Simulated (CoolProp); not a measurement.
The numbers come from the reference Helmholtz-energy equation of state, Lemmon 2016 in CoolProp.

**Question.** Give the vapour pressure (kPa), vapour density (kg/m³), enthalpy of vaporisation (kJ/kg), liquid cp (kJ/(kg K)) of saturated R365MFC at 343.5, 405.7 K.

**Answer.** 
```json
[
 {"T (K)": "343.5", "p (kPa)": "268", "vapour density (kg/m³)": "15.3", "enthalpy of vaporisation (kJ/kg)": "172", "liquid cp (kJ/(kg K))": "1.48"},
 {"T (K)": "405.7", "p (kPa)": "1200", "vapour density (kg/m³)": "71.4", "enthalpy of vaporisation (kJ/kg)": "129", "liquid cp (kJ/(kg K))": "1.73"}
]
```
